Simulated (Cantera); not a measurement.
Feed: 1 mol CO, 0.011 mol O₂, equilibrated at 8.30 mbar.

Cantera equilibrium calculation (NASA polynomials, part measured and part estimated; ideal gas, pure solids and liquids). Candidate condensed phases: C; 12 gas species. Rates play no part.

Task: At 2423 K, list the 4 most abundant gas species with their mole fractions, and the condensed phases.

Result: CO 0.978, CO₂ 0.0213, O 0.000622, O₂ 3.34e-5. Condensed: gas only.
